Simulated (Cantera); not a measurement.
Ignition delay

Mixture: 22.0 % CO, 1.16 % H₂, 10.5 % O₂, 66.3 % N₂, equivalence ratio 1.1, at 440000 Pa, adiabatic and at constant pressure. Ignition delay is the time to a rise of 400 K.

Model: GRI-Mech 3.0 (53 species, 325 reactions), integrated in Cantera. The hydrogen kinetics of GRI-Mech 3.0 are dated; newer H2 mechanisms differ, most at raised pressure. Where the delays flatten at high temperature, the 400 K rule measures the pace of heat release, not the induction time.

| T0 (K) | delay (ms) |
|---|---|
| 1275 | 0.0471 |
| 1350 | 0.0341 |
| 1425 | 0.0274 |
| 1500 | 0.0236 |
| 1575 | 0.0212 |
| 1650 | 0.0198 |
| 1725 | 0.0191 |
| 1800 | 0.0189 |
| 1875 | 0.0192 |
